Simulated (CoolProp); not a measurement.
Saturation properties of carbon monoxide.

The numbers come from the reference Helmholtz-energy equation of state, Lemmon 2006 in CoolProp. It is a short technical equation, of lower accuracy than the large ones.

```csv
T (K),p (MPa),liquid density (kg/m³),vapour density (kg/m³),enthalpy of vaporisation (kJ/kg),liquid cp (kJ/(kg K))
94.3,0.3478,734.6,13.79,195.0,2.228
97.6,0.4538,718.0,17.78,188.9,2.269
100.9,0.5815,700.6,22.62,182.4,2.322
104.2,0.7334,682.3,28.45,175.3,2.389
107.5,0.9120,662.9,35.48,167.5,2.475
110.8,1.120,642.3,43.94,158.9,2.589
114.1,1.359,620.0,54.20,149.4,2.742
117.4,1.634,595.7,66.75,138.5,2.958
120.7,1.946,568.5,82.41,126.1,3.285
124,2.300,537.2,102.6,111.3,3.842
127.3,2.699,498.8,130.4,92.75,5.036
```

It boils at 81.6 K under 1 atm.
